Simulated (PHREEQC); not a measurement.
Solution (20 °C): 2.4 mmol/kgw KOH and 92 mmol/kgw KH2PO4. Closed to the air; pH follows from the charge balance.

All values are PHREEQC results (ion-association model, phreeqc.dat), not measurements.

The ionic strength comes out as 0.0965 mol/kgw. What activity coefficients do K+, H+, KHPO4-, HPO4-2, H2PO4- get?

K+ 0.77, H+ 0.83, KHPO4- 0.79, HPO4-2 0.38, H2PO4- 0.79.

Precipitation was switched off in this run. Species that the database lacks are ignored.
